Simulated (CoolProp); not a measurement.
Properties of dimethyl carbonate along the isobar 28.7 MPa.

Computed with CoolProp (reference Helmholtz-energy equation of state, Zhou 2011).

| T (K) | phase | density (kg/m³) | Joule-Thomson coefficient (K/MPa) |
|---|---|---|---|
| 379.8 | liquid | 991.2 | (withheld) |
| 396.7 | liquid | 970.9 | -0.2640 |
| 413.6 | liquid | 950.4 | -0.2451 |
| 430.6 | liquid | 929.5 | -0.2245 |
| 447.5 | liquid | 908.5 | -0.2022 |
| 464.5 | liquid | 887.0 | (withheld) |
| 481.4 | liquid | 865.3 | -0.1503 |
| 498.3 | liquid | 843.3 | -0.1196 |
| 515.3 | liquid | 820.6 | -0.08425 |
| 532.2 | liquid | 797.6 | -0.04366 |
| 549.2 | liquid | 773.8 | (withheld) |
| 566.1 | supercritical | 749.5 | 0.05874 |
| 583.1 | supercritical | 724.2 | 0.1225 |
| 600 | supercritical | (withheld) | (withheld) |

### Question
Some entries are withheld; supply them.

### Answer

- 379.8, Joule-Thomson coefficient (K/MPa): -0.2814
- 464.5, Joule-Thomson coefficient (K/MPa): -0.1775
- 549.2, Joule-Thomson coefficient (K/MPa): 0.003824
- 600, density (kg/m³): 698.4
- 600, Joule-Thomson coefficient (K/MPa): 0.1941
